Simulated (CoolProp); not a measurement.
A closed Brayton cycle with carbon dioxide: compressor inlet 315.15 K and 8.8 MPa, high pressure 28.2 MPa, turbine inlet 795 K, compressor efficiency 0.89, turbine efficiency 0.93, recuperator effectiveness 0.95 (on enthalpy, no pinch check). Each further row changes one setting.

Values from CoolProp's reference Helmholtz-energy equation of state, Span 1996.

```csv
case,thermal efficiency (%),net work (kJ/kg),compressor to turbine work,compressor exit (K),turbine exit (K)
as stated,38.4,105,0.30,386.3,655.2
turbine inlet 745 K,36.1,93.9,0.32,386.3,610.3
compressor inlet 325.15 K,36.7,92.1,0.38,417.1,655.2
high pressure 24 MPa,37.6,94.3,0.28,376.2,673.9
recuperator effectiveness 0.5,25.3,105,0.30,386.3,655.2
```
